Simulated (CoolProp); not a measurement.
The fluid at 293.15 K and 2.02 MPa expands adiabatically to 0.378 MPa with isentropic efficiency 0.85. The same conditions are run with several fluids, on thermodynamics alone (safety and materials aside).

Values from CoolProp's reference Helmholtz-energy equation of state of each fluid (nitrous oxide: Lemmon 2006; nitrogen: Span 2000; CF4 (R14): Platzer 1990; fluorine: de Reuck 1990; dry air: Lemmon 2000). The equations of Platzer and Polt are older, rougher fits. Blends and air are pseudo-pure fits.

Q: Rank nitrous oxide, nitrogen, CF4 (R14), fluorine, dry air by work (kJ/kg), highest first.

A: nitrogen (97.3), dry air (93.9), fluorine (72.4), nitrous oxide (58.6), CF4 (R14) (32.6)

```json
[
 {"fluid": "nitrous oxide", "final temperature (K)": "210.2", "final phase": "two-phase, vapour fraction 0.989", "final density (kg/m³)": "10.3"},
 {"fluid": "nitrogen", "final temperature (K)": "196.9", "final phase": "gas", "final density (kg/m³)": "6.52"},
 {"fluid": "CF4 (R14)", "final temperature (K)": "232.7", "final phase": "gas", "final density (kg/m³)": "17.8"},
 {"fluid": "fluorine", "final temperature (K)": "200.1", "final phase": "gas", "final density (kg/m³)": "8.70"},
 {"fluid": "dry air", "final temperature (K)": "196.7", "final phase": "gas", "final density (kg/m³)": "6.76"}
]
```
